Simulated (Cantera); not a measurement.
A perfectly stirred reactor is fed with CH₄ : H₂O = 1 : 1.2 (molar parts), at 100.0 Torr; it is held at 1898 K, and followed from long to short residence time.

Computed with Cantera and GRI-Mech 3.0 (53 species, 325 reactions).

Problem. Predict: x(CH₄) at τ = 2.10 s; x(H₂O) at τ = 2.10 s; x(OH) at τ = 2.10 s; x(H₂) at τ = 2.10 s; x(C₂H) at τ = 2.10 s; x(CH₄) at τ = 16.0 ms; x(H₂O) at τ = 16.0 ms; x(OH) at τ = 16.0 ms; x(H₂) at τ = 16.0 ms; x(C₂H) at τ = 16.0 ms.

Solution. 
```json
{
  "x(CH₄) at τ = 2.10 s": "0.00691",
  "x(H₂O) at τ = 2.10 s": "0.0845",
  "x(OH) at τ = 2.10 s": "1.72e-5",
  "x(H₂) at τ = 2.10 s": "0.681",
  "x(C₂H) at τ = 2.10 s": "5.37e-7",
  "x(CH₄) at τ = 16.0 ms": "0.0692",
  "x(H₂O) at τ = 16.0 ms": "0.345",
  "x(OH) at τ = 16.0 ms": "6.70e-5",
  "x(H₂) at τ = 16.0 ms": "0.437",
  "x(C₂H) at τ = 16.0 ms": "3.26e-6"
}
```
